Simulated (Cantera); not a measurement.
A perfectly stirred reactor is fed with CH₄ : H₂ = 0.032 : 1 (molar parts), at 100.0 Torr; it is held at 2150 K, and followed from long to short residence time.

Cantera simulation using GRI-Mech 3.0 (53 species, 325 reactions); the numbers are that mechanism's predictions, not measurements. GRI-Mech 3.0 stops at C3 and has no aromatics, soot or wall deposition, so with more carbon than oxygen in the feed, carbon stays in small species such as C2H2 where larger ones or solid carbon would form.

What does this change do: 0.032 parts H2O added?


```json
[
 {"quantity": "x(CH₄) at τ = 16.0 s", "before": "0.000171", "after": "0.000155"},
 {"quantity": "x(H₂) at τ = 16.0 s", "before": "0.973", "after": "0.960"},
 {"quantity": "x(C₂H) at τ = 16.0 s", "before": "5.23e-6", "after": "2.54e-7"},
 {"quantity": "x(C₂H₆) at τ = 16.0 s", "before": "5.12e-10", "after": "3.92e-10"},
 {"quantity": "x(C₂H₂) at τ = 16.0 s", "before": "0.0148", "after": "0.000717"},
 {"quantity": "x(CH₄) at τ = 95.0 ms", "before": "0.00193", "after": "0.00201"},
 {"quantity": "x(H₂) at τ = 95.0 ms", "before": "0.973", "after": "0.952"},
 {"quantity": "x(C₂H) at τ = 95.0 ms", "before": "4.45e-6", "after": "2.13e-6"},
 {"quantity": "x(C₂H₆) at τ = 95.0 ms", "before": "5.48e-8", "after": "5.92e-8"},
 {"quantity": "x(C₂H₂) at τ = 95.0 ms", "before": "0.0138", "after": "0.00666"}
]
```

What does this change do: pressure from 100.0 Torr to 10.00 Torr?


```
quantity                  before     after
----------------------  --------  --------
x(CH₄) at τ = 16.0 s    0.000171   8.32e-5
x(H₂) at τ = 16.0 s        0.973     0.952
x(C₂H) at τ = 16.0 s     5.23e-6   1.56e-5
x(C₂H₆) at τ = 16.0 s   5.12e-10  1.22e-10
x(C₂H₂) at τ = 16.0 s     0.0148    0.0147
x(CH₄) at τ = 95.0 ms    0.00193   0.00424
x(H₂) at τ = 95.0 ms       0.973     0.969
x(C₂H) at τ = 95.0 ms    4.45e-6   5.14e-6
x(C₂H₆) at τ = 95.0 ms   5.48e-8   1.45e-7
x(C₂H₂) at τ = 95.0 ms    0.0138    0.0123
```
Radical loss at walls, strong at low pressure, is not modelled.
